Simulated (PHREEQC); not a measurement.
## Brackish or sea water: an equilibrium model

A made-up water analysis in mmol/kgw, 25 °C, pH 6.22:

| constituent | mmol/kgw |
|---|---|
| Na | 282 |
| K | 0.653 |
| Ca | 37.1 |
| Mg | 16.5 |
| Cl | 359 |
| S(6) | 18.5 |
| Alkalinity (meq/kgw) | 0.000381 |
| Si | 1.5 |

Cl is adjusted to close the charge balance.
Valence states are taken as typed.

Equilibrium calculation in PHREEQC: Pitzer model, pitzer.dat.

Each row changes one thing in this solution. Precipitation was switched off in this run.

| case | H3SiO4- (mol/kgw) | HCO3- (mol/kgw) | CO2 (mol/kgw) | HSO4- (mol/kgw) | MgOH+ (mol/kgw) | CO3-2 (mol/kgw) | SI of SiO2(a) (SiO2) | SI of Gypsum (CaSO4:2H2O) |
|---|---|---|---|---|---|---|---|---|
| as made | 7.35e-7 | 5.48e-7 | 4.85e-7 | 1.73e-7 | 1.18e-8 | 2.57e-10 | -0.13 | -0.15 |
| pH from 6.22 to 5.92 at the same alkalinity | 3.68e-7 | 1.88e-6 | 3.31e-6 | 3.45e-7 | 5.90e-9 | 4.41e-10 | -0.13 | -0.15 |
| Mg from 16.5 to 33 mmol/kgw | 7.70e-7 | 4.79e-7 | 4.06e-7 | 1.59e-7 | 2.34e-8 | 2.51e-10 | -0.13 | -0.19 |

Species that the database lacks are ignored.
